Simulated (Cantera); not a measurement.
Cantera run, input and output.

```python
import numpy as np
import cantera as ct

gas = ct.Solution("gri30.yaml")


def delay(T, t_max=10):
    gas.TPX = T, 810000, {'C3H8': 1, 'O2': 5.49, 'N2': 20.7}
    reactor = ct.IdealGasReactor(gas, clone=False)
    net = ct.ReactorNet([reactor])
    net.rtol, net.atol = 1e-8, 1e-16
    while net.time < t_max:
        t_old, T_old = net.time, reactor.T
        net.step()
        if reactor.T > T + 400:  # ignition: a rise of 400 K
            return t_old + (T + 400 - T_old) / (reactor.T - T_old) * (net.time - t_old)
    return np.nan


taus = []
for T in [1050, 1125, 1200, 1275, 1350, 1425, 1500, 1575]:
    taus.append(delay(T))
    print(f"T0 = {T:6g} K   tau = {taus[-1]:.4e} s")
```

It prints:

```
T0 =   1050 K   tau = 3.2053e-02 s
T0 =   1125 K   tau = 7.5617e-03 s
T0 =   1200 K   tau = 1.8329e-03 s
T0 =   1275 K   tau = 4.7934e-04 s
T0 =   1350 K   tau = 1.4271e-04 s
T0 =   1425 K   tau = 4.9837e-05 s
T0 =   1500 K   tau = 2.0491e-05 s
T0 =   1575 K   tau = 9.7924e-06 s
```

Computed with Cantera and GRI-Mech 3.0 (53 species, 325 reactions). GRI-Mech 3.0 was tuned for natural gas; its chemistry of propane as a main component is partial and can be far from experiment.
